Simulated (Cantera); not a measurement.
A closed system holds: 1 mol SiO2, 0.54 mol Al2O3, 0.66 mol H2, equilibrated at 1.00 bar.

Cantera equilibrium calculation (NASA polynomials, part measured and part estimated; ideal gas, pure solids and liquids). Candidate condensed phases: Al, Al2O3, Al2SiO5, Al6Si2O13, H2O, Si, SiO2; 28 gas species. Mutual solubility and eutectic melting of coexisting phases are not modelled. The tables hold silica as quartz up to 1696 K and as liquid above; real silica turns to tridymite and cristobalite and melts near 1996 K. Condensed phases not in the tables: alloys, solid solutions and most ternary compounds. Kinetics and transport are ignored.

log p: log10 of the partial pressure in bar; n: condensed amount in mol.

| T (K) | log p H2 | log p H2O | log p SiO | log p H | log p SiH4 | n Al2SiO5(andalusite) | n SiO2(α-quartz) | n SiO2(β-quartz) | n Al6Si2O13(mullite) | n SiO2(condensed) |
|---|---|---|---|---|---|---|---|---|---|---|
| 798 | 0.00 | -9.96 | <-12 | -11.57 | -10.26 | 0.540 | 0.460 | 0 | 0 | 0 |
| 948 | 0.00 | -8.45 | -11.43 | -9.28 | -8.75 | 0.540 | 0 | 0.460 | 0 | 0 |
| 1098 | 0.00 | -7.35 | -8.38 | -7.61 | -7.70 | 0.540 | 0 | 0.460 | 0 | 0 |
| 1248 | 0.00 | … | … | … | … | 0.540 | 0 | 0.460 | 0 | 0 |
| 1398 | 0.00 | … | … | … | … | 0 | 0 | 0.640 | 0.180 | 0 |
| 1548 | 0.00 | -4.09 | -4.09 | -4.51 | -8.31 | 0 | 0 | 0.640 | 0.180 | 0 |
| 1698 | 0.00 | -3.29 | -3.29 | -3.84 | -8.66 | 0 | 0 | 0 | 0.180 | 0.640 |

**Question.** Some entries are withheld; supply them.

**Answer.** 
- 1398, log p H2O: -5.07
- 1398, log p SiO: -5.07
- 1398, log p H: -5.32
- 1398, log p SiH4: -7.89
- 1248, log p H2O: -6.26
- 1248, log p SiO: -6.33
- 1248, log p H: -6.33
- 1248, log p SiH4: -7.42
